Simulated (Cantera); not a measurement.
**Si₂H₆ + CO₂ (silicon oxide and oxynitride deposition)**

Input: 1 mol Si₂H₆, 0.11 mol CO₂, equilibrated at 650 K and 13.3 mbar.

These are equilibrium values from Cantera (NASA tables, ideal gas, pure condensed phases), not measurements of a reactor. Candidate condensed phases: C, C₆H₆, C₇H₈, C₈H₁₈, H₂O, Si, SiC, SiO₂; 123 gas species. The feed counts by its element totals alone. The numbers say what is thermodynamically allowed, not how fast it happens.

| Quantity | Value |
|---|---|
| x(H₂) | 1.000 |
| x(CH₄) | 1.19e-6 |
| n(Si(s)) | 1.78 mol |
| n(SiC(s)) | 0.110 mol |
| n(SiO₂(α-quartz)) | 0.110 mol |
| gas amount | 3.000 mol |
| log10 activity of C(graphite) (absent) | -5.47 |
